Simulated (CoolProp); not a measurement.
Saturated liquid density (kg/m³) of ethylbenzene: the reference equation beside estimates from Tc = 344.0 °C, pc = 3.622 MPa, ω = 0.304.

Model: reference Helmholtz-energy equation of state, Zhou 2012, in CoolProp.

| T (°C) | reference | van der Waals | Soave-Redlich-Kwong | Peng-Robinson |
|---|---|---|---|---|
| 191.35 | 702.0 | 407.1 | 615.3 | 697.6 |
| 197.75 | 694.7 | … | 607.6 | 689.1 |
| 204.25 | 687.1 | 398.2 | 599.6 | 680.2 |
| 210.65 | 679.4 | 393.6 | 591.4 | 671.0 |
| 217.05 | 671.6 | 388.9 | 582.9 | 661.5 |
| 223.55 | 663.5 | 384.0 | 574.0 | … |
| 229.95 | 655.3 | 379.0 | 565.0 | 641.3 |
| 236.45 | … | 373.8 | 555.4 | 630.4 |
| 242.85 | … | 368.5 | 545.6 | 619.3 |
| 249.25 | 629.0 | … | 535.4 | 607.7 |
| 255.75 | 619.6 | 357.3 | 524.5 | 595.3 |
| 262.15 | 610.0 | 351.4 | … | 582.6 |
| 268.65 | 599.8 | 345.2 | 501.6 | 569.0 |
| 275.05 | 589.3 | 338.8 | 489.3 | 554.8 |

Problem. Fill in the missing entries.

Solution. 
- 197.75, van der Waals: 402.7
- 223.55, Peng-Robinson: 651.5
- 236.45, reference: 646.7
- 242.85, reference: 638.0
- 249.25, van der Waals: 363.1
- 262.15, Soave-Redlich-Kwong: 513.4

Absolute difference from the reference over all 14 rows, mean and median: van der Waals 42.2 and 42.2 %, Soave-Redlich-Kwong 14.2 and 13.9 %, Peng-Robinson 2.7 and 2.3 %.
